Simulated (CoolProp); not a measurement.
Properties of ammonia along the isobar 71.4 kPa.

Computed with CoolProp (reference Helmholtz-energy equation of state, Gao 2020).

```json
[
 {"T (K)": "317.8", "phase": "gas", "speed of sound (m/s)": "447.4", "expansivity (1/kK)": "3.217", "fugacity coefficient": "0.9943"},
 {"T (K)": "333.8", "phase": "gas", "speed of sound (m/s)": "(withheld)", "expansivity (1/kK)": "3.050", "fugacity coefficient": "0.9953"},
 {"T (K)": "349.8", "phase": "gas", "speed of sound (m/s)": "(withheld)", "expansivity (1/kK)": "2.901", "fugacity coefficient": "0.9960"},
 {"T (K)": "365.8", "phase": "gas", "speed of sound (m/s)": "478.0", "expansivity (1/kK)": "2.768", "fugacity coefficient": "0.9966"},
 {"T (K)": "381.7", "phase": "gas", "speed of sound (m/s)": "487.5", "expansivity (1/kK)": "2.648", "fugacity coefficient": "0.9971"},
 {"T (K)": "397.7", "phase": "gas", "speed of sound (m/s)": "496.8", "expansivity (1/kK)": "2.537", "fugacity coefficient": "0.9975"},
 {"T (K)": "413.7", "phase": "gas", "speed of sound (m/s)": "(withheld)", "expansivity (1/kK)": "2.436", "fugacity coefficient": "0.9978"},
 {"T (K)": "429.7", "phase": "gas", "speed of sound (m/s)": "514.7", "expansivity (1/kK)": "2.343", "fugacity coefficient": "0.9981"},
 {"T (K)": "445.7", "phase": "gas", "speed of sound (m/s)": "523.4", "expansivity (1/kK)": "2.257", "fugacity coefficient": "0.9983"},
 {"T (K)": "461.7", "phase": "gas", "speed of sound (m/s)": "(withheld)", "expansivity (1/kK)": "2.178", "fugacity coefficient": "0.9985"},
 {"T (K)": "477.6", "phase": "gas", "speed of sound (m/s)": "540.2", "expansivity (1/kK)": "2.104", "fugacity coefficient": "0.9987"},
 {"T (K)": "493.6", "phase": "gas", "speed of sound (m/s)": "(withheld)", "expansivity (1/kK)": "2.035", "fugacity coefficient": "0.9989"},
 {"T (K)": "509.6", "phase": "gas", "speed of sound (m/s)": "556.3", "expansivity (1/kK)": "1.970", "fugacity coefficient": "0.9990"},
 {"T (K)": "525.6", "phase": "gas", "speed of sound (m/s)": "564.2", "expansivity (1/kK)": "1.909", "fugacity coefficient": "0.9991"},
 {"T (K)": "541.6", "phase": "gas", "speed of sound (m/s)": "572.0", "expansivity (1/kK)": "1.852", "fugacity coefficient": "0.9992"},
 {"T (K)": "557.6", "phase": "gas", "speed of sound (m/s)": "579.6", "expansivity (1/kK)": "1.798", "fugacity coefficient": "0.9993"}
]
```

Problem. What belongs in the gaps?

Solution. 
- 333.8, speed of sound (m/s): 458.0
- 349.8, speed of sound (m/s): 468.1
- 413.7, speed of sound (m/s): 505.8
- 461.7, speed of sound (m/s): 531.9
- 493.6, speed of sound (m/s): 548.3
